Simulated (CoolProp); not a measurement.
Vapour-liquid equilibrium of ethanol (1) + n-heptane (2) at 9.7 bar; x and y are mole fractions of (1).

Computed with CoolProp (multi-fluid Helmholtz-energy mixture model, Schroeder 2014 and Span 2003; pair parameters Bell 2016).

### Question
Give the bubble temperature and the first vapour's composition at x = 0.05, 0.5, 0.65. Is there an azeotrope?

### Answer
x = 0.05: 183.5 °C, y = 0.232; x = 0.5: 151.6 °C, y = 0.672; x = 0.65: 149.7 °C, y = 0.730. y crosses x between x = 0.8 and 0.95: the model has an azeotrope there.

The pair parameters rest on a limited set of measurements; away from them the model extrapolates.
